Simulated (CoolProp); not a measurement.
Properties of R1336mzz(Z) along the isotherm 203.85 °C.

Model: reference Helmholtz-energy equation of state, McLinden 2020, in CoolProp.

```json
[
 {"p (MPa)": "2.42", "phase": "gas", "speed of sound (m/s)": "121.3", "Joule-Thomson coefficient (K/MPa)": "10.55", "isothermal compressibility (1/MPa)": "0.5952", "expansivity (1/kK)": "6.062"},
 {"p (MPa)": "4.84", "phase": "supercritical", "speed of sound (m/s)": "100.1", "Joule-Thomson coefficient (K/MPa)": "7.701", "isothermal compressibility (1/MPa)": "0.3824", "expansivity (1/kK)": "23.50"},
 {"p (MPa)": "7.26", "phase": "supercritical", "speed of sound (m/s)": "178.1", "Joule-Thomson coefficient (K/MPa)": "1.984", "isothermal compressibility (1/MPa)": "0.06143", "expansivity (1/kK)": "7.601"},
 {"p (MPa)": "9.68", "phase": "supercritical", "speed of sound (m/s)": "230.7", "Joule-Thomson coefficient (K/MPa)": "(withheld)", "isothermal compressibility (1/MPa)": "0.03043", "expansivity (1/kK)": "4.903"},
 {"p (MPa)": "12.1", "phase": "supercritical", "speed of sound (m/s)": "(withheld)", "Joule-Thomson coefficient (K/MPa)": "0.5973", "isothermal compressibility (1/MPa)": "0.02002", "expansivity (1/kK)": "3.795"},
 {"p (MPa)": "14.5", "phase": "supercritical", "speed of sound (m/s)": "303.5", "Joule-Thomson coefficient (K/MPa)": "0.3746", "isothermal compressibility (1/MPa)": "(withheld)", "expansivity (1/kK)": "3.178"},
 {"p (MPa)": "16.9", "phase": "supercritical", "speed of sound (m/s)": "332.1", "Joule-Thomson coefficient (K/MPa)": "0.2317", "isothermal compressibility (1/MPa)": "0.01186", "expansivity (1/kK)": "2.775"},
 {"p (MPa)": "19.4", "phase": "supercritical", "speed of sound (m/s)": "(withheld)", "Joule-Thomson coefficient (K/MPa)": "0.1283", "isothermal compressibility (1/MPa)": "0.009776", "expansivity (1/kK)": "(withheld)"},
 {"p (MPa)": "21.8", "phase": "supercritical", "speed of sound (m/s)": "(withheld)", "Joule-Thomson coefficient (K/MPa)": "0.05523", "isothermal compressibility (1/MPa)": "0.008362", "expansivity (1/kK)": "2.262"},
 {"p (MPa)": "24.2", "phase": "supercritical", "speed of sound (m/s)": "403.0", "Joule-Thomson coefficient (K/MPa)": "-0.001166", "isothermal compressibility (1/MPa)": "0.007304", "expansivity (1/kK)": "2.093"},
 {"p (MPa)": "26.6", "phase": "supercritical", "speed of sound (m/s)": "422.9", "Joule-Thomson coefficient (K/MPa)": "-0.04603", "isothermal compressibility (1/MPa)": "0.006483", "expansivity (1/kK)": "1.955"},
 {"p (MPa)": "29", "phase": "supercritical", "speed of sound (m/s)": "441.5", "Joule-Thomson coefficient (K/MPa)": "-0.08257", "isothermal compressibility (1/MPa)": "(withheld)", "expansivity (1/kK)": "1.841"}
]
```

**Question.** Complete the blanks.

**Answer.** 
- 9.68, Joule-Thomson coefficient (K/MPa): 1.002
- 12.1, speed of sound (m/s): 270.6
- 14.5, isothermal compressibility (1/MPa): 0.01491
- 19.4, speed of sound (m/s): 358.6
- 19.4, expansivity (1/kK): 2.477
- 21.8, speed of sound (m/s): 381.7
- 29, isothermal compressibility (1/MPa): 0.005828
